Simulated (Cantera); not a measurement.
Input: 1 mol SiCl4, 16 mol N2, 2.5 mol NH3, at 700 K and 0.130 bar.

Cantera equilibrium calculation (NASA polynomials, part measured and part estimated; ideal gas, pure solids and liquids). Candidate condensed phases: NH4Cl, Si, Si3N4; 28 gas species. Rates play no part.

Base state: N2 0.757, HCl 0.115, H2 0.111, SiCl4 0.0162, NH3 3.92e-5 (mole fractions); condensed: Si3N4(s).

Problem. What changes in the equilibrium state with this change: NH3 from 2.5 to 0.25 mol?

Solution. 
| species | before | after |
|---|---|---|
| N2 | 0.757 | 0.913 |
| SiCl4 | 0.0162 | 0.0488 |
| HCl | 0.115 | 0.0329 |
| H2 | 0.111 | 0.00490 |
| NH3 | 3.92e-5 | 4.00e-7 |
| Si3N4(s), mol | 0.213 | 0.0482 |

Problem. What changes in the equilibrium state with this change: temperature from 700 K to 1650 K?

Solution. 
```
species         before     after
-------------  -------  --------
N2               0.757     0.748
HCl              0.115     0.125
H2               0.111     0.103
SiCl2            <1e-9    0.0197
SiCl4           0.0162  0.000913
SiCl3          1.83e-9   0.00286
H                <1e-9   8.10e-5
Si3N4(s), mol    0.213     0.155
```
The tables' values for SiCl3 are old estimates; treat these amounts as uncertain.
